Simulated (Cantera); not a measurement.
A perfectly stirred reactor is fed with 2.12 % H₂, 81.6 % O₂, 16.3 % N₂, equivalence ratio 0.013, at 20.0 Torr; it is held at 1425 K, and followed from long to short residence time.

Computed with Cantera and GRI-Mech 3.0 (53 species, 325 reactions). Radical loss at walls, strong at low pressure, is not modelled.

One state of this run: x H₂ = 0.00150; x O₂ = 0.798; x N₂O = 2.73e-9; x O = 0.0147; x NO = 9.93e-9. x: mole fraction; the columns are a selection and need not sum to one.

### Question
Which value of τ (s) does it belong to?
A) 0.0059
B) 0.00028
C) 0.13
D) 0.0021

### Answer
D, 0.0021
